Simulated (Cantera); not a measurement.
Feed: 1 mol Si₃N₄, 0.46 mol H₂O, 40 mol N₂, equilibrated at 0.133 bar.

These are equilibrium values from Cantera (NASA tables, ideal gas, pure condensed phases), not measurements of a reactor. Candidate condensed phases: H₂O, Si, SiO₂, Si₂N₂O, Si₃N₄; 35 gas species. Mutual solubility and eutectic melting of coexisting phases are not modelled. The numbers say what is thermodynamically allowed, not how fast it happens.

### Question
Which condensed phases are stable at each of these points (T (K)): 1548, 1598, 1648, 1698, 1748, 1798, 1848, 1898, 1948, 1998, 2048, 2098, 2148?

### Answer
```csv
T (K),condensed phases,Si condensed (%)
1548,Si₂N₂O(s) + Si₃N₄(s),100.0
1598,Si₂N₂O(s) + Si₃N₄(s),100.0
1648,Si₂N₂O(s) + Si₃N₄(s),100.0
1698,Si₂N₂O(s) + Si₃N₄(s),99.9
1748,Si₂N₂O(s) + Si₃N₄(s),99.6
1798,Si₂N₂O(s) + Si₃N₄(s),98.7
1848,Si₂N₂O(s) + Si₃N₄(s),96.3
1898,Si₂N₂O(s) + Si₃N₄(s),90.1
1948,Si₃N₄(s),84.4
1998,Si(l),84.0
2048,Si(l),83.6
2098,Si(l),82.8
2148,Si(l),81.6
```

From 1548 K to 1898 K the condensed part is Si₂N₂O(s) + Si₃N₄(s). At 1948 K the condensed part is Si₃N₄(s). From 1998 K to 2148 K the condensed part is Si(l).
